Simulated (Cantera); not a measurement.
An isothermal, constant-pressure homogeneous reactor starts with 40.0 % CH₄, 60.0 % N₂, at 1523 K and 66.8 Torr.

Computed with Cantera and GRI-Mech 3.0 (53 species, 325 reactions). GRI-Mech 3.0 stops at C3 and has no aromatics, soot or wall deposition, so with more carbon than oxygen in the feed, carbon stays in small species such as C2H2 where larger ones or solid carbon would form.

x: mole fraction; the columns are a selection and need not sum to one.

```json
[
 {"t (s)": "0.000700", "x CH₄": "0.400", "x C₂H₆": "1.67e-7", "x CH₃": "4.13e-5", "x H₂": "2.10e-5", "x C₂H": "<1e-12"},
 {"t (s)": "0.00177", "x CH₄": "0.400", "x C₂H₆": "2.39e-6", "x CH₃": "0.000101", "x H₂": "5.64e-5", "x C₂H": "<1e-12"},
 {"t (s)": "0.00449", "x CH₄": "0.400", "x C₂H₆": "2.55e-5", "x CH₃": "0.000216", "x H₂": "0.000182", "x C₂H": "<1e-12"},
 {"t (s)": "0.0114", "x CH₄": "0.399", "x C₂H₆": "0.000142", "x CH₃": "0.000378", "x H₂": "0.000795", "x C₂H": "3.84e-12"},
 {"t (s)": "0.0288", "x CH₄": "0.394", "x C₂H₆": "?", "x CH₃": "?", "x H₂": "?", "x C₂H": "6.12e-11"},
 {"t (s)": "0.0729", "x CH₄": "0.376", "x C₂H₆": "0.000611", "x CH₃": "0.000687", "x H₂": "0.0208", "x C₂H": "7.12e-10"},
 {"t (s)": "0.185", "x CH₄": "0.334", "x C₂H₆": "0.000390", "x CH₃": "0.000559", "x H₂": "0.0655", "x C₂H": "3.28e-9"},
 {"t (s)": "0.468", "x CH₄": "0.270", "x C₂H₆": "0.000202", "x CH₃": "0.000416", "x H₂": "0.137", "x C₂H": "7.31e-9"},
 {"t (s)": "1.18", "x CH₄": "0.187", "x C₂H₆": "8.82e-5", "x CH₃": "0.000286", "x H₂": "0.227", "x C₂H": "1.23e-8"},
 {"t (s)": "3.00", "x CH₄": "?", "x C₂H₆": "?", "x CH₃": "?", "x H₂": "?", "x C₂H": "?"}
]
```

### Question
Some entries are withheld; supply them.

### Answer

- 0.0288, x C₂H₆: 0.000426
- 0.0288, x CH₃: 0.000586
- 0.0288, x H₂: 0.00423
- 3.00, x CH₄: 0.102
- 3.00, x C₂H₆: 2.81e-5
- 3.00, x CH₃: 0.000170
- 3.00, x H₂: 0.319
- 3.00, x C₂H: 1.89e-8
